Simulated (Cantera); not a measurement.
An adiabatic, constant-pressure homogeneous reactor starts with 5.56 % C₃H₈, 19.9 % O₂, 74.6 % N₂, equivalence ratio 1.4, at 1600 K and 39000 Pa.

Model: GRI-Mech 3.0 (53 species, 325 reactions), integrated in Cantera. GRI-Mech 3.0 was tuned for natural gas; its chemistry of propane as a main component is partial and can be far from experiment.

**Question.** Predict: time of steepest temperature rise; temperature at 0.200 s; equilibrium temperature; x(O₂) at 0.200 s; x(OH) at 0.200 s.

**Answer.** 
| Quantity | Value |
|---|---|
| time of steepest temperature rise | 80.1 µs |
| temperature at 0.200 s | 2742 K |
| equilibrium temperature | 2742 K |
| x(O₂) at 0.200 s | 0.00505 (gas-phase equilibrium 0.00505) |
| x(OH) at 0.200 s | 0.0159 (gas-phase equilibrium 0.0159) |
